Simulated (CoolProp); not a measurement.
Properties of chloromethane (R40) at several states.

The numbers come from the reference Helmholtz-energy equation of state, Thol 2014 in CoolProp.

| T (K) | p (bar) | phase | Z | speed of sound (m/s) | Joule-Thomson coefficient (K/MPa) | isothermal compressibility (1/MPa) | fugacity coefficient |
|---|---|---|---|---|---|---|---|
| 419.1 | 0.121 | gas | 0.9994 | 287.8 | 12.40 | 82.70 | 0.9994 |
| 481.6 | 59.5 | gas | ? | 265.4 | ? | 0.2188 | 0.8140 |
| 446.9 | 70.7 | supercritical | 0.6239 | 227.4 | ? | 0.2566 | 0.7172 |
| 370.2 | 11.8 | gas | 0.8984 | 254.6 | 18.19 | 0.9512 | ? |
| 453.9 | 234 | supercritical | 0.4909 | ? | 0.7040 | 0.01252 | 0.3795 |
| 363.6 | 0.411 | gas | 0.9965 | 270.1 | 19.00 | 24.42 | 0.9965 |

Q: What belongs in the gaps?

A: 
- 481.6, Z: 0.7844
- 481.6, Joule-Thomson coefficient (K/MPa): 8.427
- 446.9, Joule-Thomson coefficient (K/MPa): 10.38
- 370.2, fugacity coefficient: 0.9068
- 453.9, speed of sound (m/s): 499.5
